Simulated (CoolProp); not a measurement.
Vapour-liquid equilibrium of ethylene (1) + 1-butene (2) at -45.45 °C; x and y are mole fractions of (1).

Model: multi-fluid Helmholtz-energy mixture model, Smukala 2000 and Lemmon 2005; pair parameters Bell 2016, in CoolProp.

Q: Give the bubble pressure and the first vapour's composition at x = 0.125, 0.575, 0.8. Is there an azeotrope?

A: x = 0.125: 0.1584 MPa, y = 0.905; x = 0.575: 0.6826 MPa, y = 0.986; x = 0.8: 0.9564 MPa, y = 0.994. No azeotrope shows between x = 0.05 and 0.95.

The pair parameters rest on a limited set of measurements; away from them the model extrapolates.
